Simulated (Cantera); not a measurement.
A Cantera script and its output.

```python
import numpy as np
import cantera as ct

gas = ct.Solution("gri30.yaml")
gas.TPX = 1173, 980000, {'CO': 0.0037, 'O2': 0.042, 'H2O': 0.0031, 'N2': 1}
reactor = ct.IdealGasConstPressureReactor(gas, energy="off", clone=False)
net = ct.ReactorNet([reactor])
net.rtol, net.atol = 1e-08, 1e-18
show = ['CO', 'O2', 'H2O', 'CO2', 'H', 'O', 'H2']
times = np.geomspace(1e-05, 10, 12)

steps = ct.SolutionArray(gas, extra=["t"])
rows = []
print(f"{'t/s':>10s}{'T/K':>9s}{'P/Pa':>11s}" + "".join(f"{s:>11s}" for s in show))
for t in times:
    while net.time < t:
        t_next = net.step()
        steps.append(gas.state, t=t_next)
    rows.append([np.interp(t, steps.t, y) for y in (steps.T, steps.P, *steps(*show).X.T)])
    print(f"{t:10.3e}{rows[-1][0]:9.1f}{rows[-1][1]:11.4g}" + "".join(f"{x:11.3e}" for x in rows[-1][2:]))
rate = np.gradient(steps.T, steps.t)
print("integrator steps:", len(steps.t))
if steps.T.max() > steps.T[0] + 200:
    print(f"time of steepest temperature rise: {steps.t[rate.argmax()]:.4e} s")
gas.TPX = 1173, 980000, {'CO': 0.0037, 'O2': 0.042, 'H2O': 0.0031, 'N2': 1}
gas.equilibrate("TP")
print(f"equilibrium (TP): T = {gas.T:.1f} K  " + "  ".join(f"{s} {gas[s].X[0]:.3e}" for s in show))
```

Result:

```
       t/s      T/K       P/Pa         CO         O2        H2O        CO2          H          O         H2
 1.000e-05   1173.0    9.8e+05  3.528e-03  4.005e-02  2.956e-03  4.504e-10  6.042e-13  4.297e-10  9.564e-15
 3.511e-05   1173.0    9.8e+05  3.528e-03  4.005e-02  2.956e-03  1.744e-09  4.478e-12  1.437e-09  2.724e-13
 1.233e-04   1173.0    9.8e+05  3.528e-03  4.005e-02  2.956e-03  8.877e-09  2.153e-11  4.494e-09  5.264e-12
 4.329e-04   1173.0    9.8e+05  3.528e-03  4.005e-02  2.956e-03  7.217e-08  9.186e-11  1.286e-08  8.014e-11
 1.520e-03   1173.0    9.8e+05  3.526e-03  4.004e-02  2.956e-03  1.348e-06  8.363e-10  7.192e-08  2.016e-09
 5.337e-03   1173.0    9.8e+05  3.439e-03  4.000e-02  2.953e-03  8.920e-05  1.339e-08  6.372e-07  3.434e-07
 1.874e-02   1173.0    9.8e+05  2.962e-03  3.977e-02  2.953e-03  5.667e-04  1.176e-08  5.807e-07  1.396e-06
 6.579e-02   1173.0    9.8e+05  1.828e-03  3.923e-02  2.956e-03  1.703e-03  6.814e-09  3.992e-07  1.108e-06
 2.310e-01   1173.0    9.8e+05  4.940e-04  3.859e-02  2.959e-03  3.039e-03  1.530e-09  1.347e-07  2.603e-07
 8.111e-01   1173.0    9.8e+05  3.071e-05  3.836e-02  2.961e-03  3.503e-03  8.397e-11  1.221e-08  1.534e-08
 2.848e+00   1173.0    9.8e+05  6.342e-09  3.835e-02  2.961e-03  3.534e-03  3.050e-13  1.300e-09  3.981e-11
 1.000e+01   1173.0    9.8e+05  5.284e-11  3.835e-02  2.961e-03  3.534e-03  2.236e-13  8.799e-10  3.479e-11
integrator steps: 1279
equilibrium (TP): T = 1173.0 K  CO 5.286e-11  O2 3.831e-02  H2O 2.961e-03  CO2 3.534e-03  H 2.237e-13  O 8.792e-10  H2 3.481e-11
```

Detailed kinetics in Cantera: GRI-Mech 3.0 (53 species, 325 reactions).
